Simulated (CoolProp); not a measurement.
Computed with CoolProp (reference Helmholtz-energy equation of state, Thol 2017).

Question: For octamethyltrisiloxane (MDM), give the phase and the Z, cv (kJ/(kg K)), speed of sound (m/s), fugacity coefficient at 575 K and 14400 kPa.

Answer: 
- 575 K and 14400 kPa: supercritical; Z 1.21, cv 2.12, speed of sound 449, fugacity coefficient 0.244
